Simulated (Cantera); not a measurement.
A perfectly stirred reactor is fed with 0.298 % CH3OH, 3.56 % O2, 96.1 % N2, equivalence ratio 0.13, at 11.0 bar; it is held at 1000 K, and followed from long to short residence time.

Computed with Cantera and GRI-Mech 3.0 (53 species, 325 reactions). GRI-Mech 3.0 was tuned for natural gas; its chemistry of methanol as a main component is partial and can be far from experiment.

x: mole fraction; the columns are a selection and need not sum to one.

```
τ (s)      x CH3OH    x O2        x CO   x HCN         x H
------  ----------  ------  ----------  ------  ----------
11         2.80e-5  0.0313    0.000405  <1e-12    1.11e-10
2.7        6.23e-5  0.0315    0.000753  <1e-12    3.91e-10
0.67      0.000139  0.0319     0.00123  <1e-12     1.29e-9
0.17    (withheld)  0.0324     0.00165  <1e-12  (withheld)
0.043     0.000740  0.0332     0.00167  <1e-12     9.20e-9
0.011   (withheld)  0.0346  (withheld)  <1e-12  (withheld)
0.0027     0.00298  0.0356    2.34e-10  <1e-12      <1e-12
```

### Question
Fill in the missing entries.

### Answer

- 0.17, x CH3OH: 0.000312
- 0.17, x H: 3.77e-9
- 0.011, x CH3OH: 0.00190
- 0.011, x CO: 0.000682
- 0.011, x H: 1.14e-8
